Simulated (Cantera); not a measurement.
Cantera run:

```python
import numpy as np
import cantera as ct

gas_names = [...]  # 109 gases of nasa_gas.yaml made of C, Cl, H, Si
cond_names = """
    C(gr) C6H6(L) C7H8(L) C8H18(L),n-octa Si(cr) Si(L) SiC(b)
""".split()


# ... load() reads the species with a 1 bar reference pressure and builds the phases ...
atoms = {
    'CCl4': {'C': 1, 'CL': 4},
    'Si': {'Si': 1},
    'H2': {'H': 2},
}
top_T = {'C(gr)': 4500, 'SiC(b)': 3050}  # K; cautious upper limits of use, not melting points


# ... equilibrate(T, P, feed) seeds the gas with the atoms and calls Mixture.equilibrate('TP', solver="vcs", rtol=1e-11, max_steps=5000) ...
results = []
T = 2450  # K
P = 980  # Pa
for m in [0.037, 0.046, 0.056, 0.07, 0.086, 0.11, 0.13, 0.16, 0.2, 0.25, 0.31, 0.38, 0.48]:
    feed = {'CCl4': 1, 'Si': m, 'H2': 1}  # mol
    mix = equilibrate(T, P, feed)
    results.append((T, P, feed, dict(zip(mix.species_names, mix.species_moles))))

top = {s: max(r[3][s] / sum(r[3][g] for g in gas_names) for r in results) for s in gas_names}
cols = sorted((s for s in top if top[s] > 1e-05), key=lambda s: -top[s])[:7]
seen = [c for c in cond_names if any(r[3].get(c, 0) > 1e-12 for r in results)]
print("log10 of partial pressures in bar; condensed amounts in mol")
print(f"{'n(Si)':>10s}" + "".join(f"{s[:9]:>10s}" for s in cols + seen))
for T, P, feed, n in results:
    ng = sum(n[g] for g in gas_names)
    print(f"{feed['Si']:10.4g}" + "".join(f"{np.log10(max(n[s] / ng * P / 1e5, 1e-99)):10.3f}" for s in cols)
          + "".join(f"{n.get(c, 0):10.4g}" for c in seen))
```

It prints:

```
log10 of partial pressures in bar; condensed amounts in mol
     n(Si)        CL       HCL     SiCL2         H        H2      SiCL        Si     C(gr)
     0.037    -2.293    -2.373    -4.087    -3.624    -3.853    -5.613    -5.868    0.9979
     0.046    -2.295    -2.373    -3.991    -3.621    -3.848    -5.515    -5.768    0.9978
     0.056    -2.298    -2.373    -3.905    -3.618    -3.841    -5.426    -5.677    0.9977
      0.07    -2.302    -2.372    -3.807    -3.613    -3.833    -5.325    -5.571    0.9976
     0.086    -2.306    -2.372    -3.717    -3.608    -3.823    -5.230    -5.472    0.9975
      0.11    -2.313    -2.371    -3.608    -3.601    -3.808    -5.114    -5.350    0.9972
      0.13    -2.319    -2.370    -3.534    -3.594    -3.795    -5.035    -5.264     0.997
      0.16    -2.327    -2.369    -3.442    -3.585    -3.776    -4.934    -5.154    0.9967
       0.2    -2.339    -2.368    -3.342    -3.572    -3.750    -4.822    -5.031    0.9962
      0.25    -2.355    -2.368    -3.242    -3.556    -3.717    -4.706    -4.900    0.9956
      0.31    -2.374    -2.367    -3.145    -3.536    -3.677    -4.590    -4.764    0.9946
      0.38    -2.398    -2.367    -3.053    -3.512    -3.630    -4.474    -4.624    0.9934
      0.48    -2.434    -2.369    -2.948    -3.478    -3.562    -4.333    -4.447    0.9911
```

These are equilibrium values from Cantera (NASA tables, ideal gas, pure condensed phases), not measurements of a reactor. The tables' values for SiCl, SiCl3 are old estimates; treat these amounts as uncertain.
